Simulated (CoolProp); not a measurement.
Vapour-liquid equilibrium of CH2F2 (R32) (1) + R143a (2) at 212.8 K; x and y are mole fractions of (1).

Computed with CoolProp (multi-fluid Helmholtz-energy mixture model, Tillner-Roth 1997 and Lemmon and Jacobsen 2000; pair parameters Bell 2016).

```csv
x,"bubble pressure, mixture model (bar)","bubble pressure, Raoult's law (bar)","y, mixture model","y, Raoult's law"
0.05,0.5422,0.5265,0.086,0.060
0.2,___,0.5439,0.286,0.234
0.35,0.6308,0.5614,0.434,0.397
0.5,0.6539,0.5788,0.555,0.550
0.65,0.6654,0.5963,___,0.694
0.8,0.6649,0.6137,___,0.830
0.95,0.6480,0.6312,0.936,0.959
```

Problem. What belongs in the gaps?

Solution. 
- 0.2, bubble pressure, mixture model (bar): 0.5946
- 0.65, y, mixture model: 0.667
- 0.8, y, mixture model: 0.786

The largest gap from Raoult's law is +13.0 % in bubble pressure, at x = 0.5. y crosses x between x = 0.65 and 0.8: the model has an azeotrope there.

The pair parameters rest on a limited set of measurements; away from them the model extrapolates.
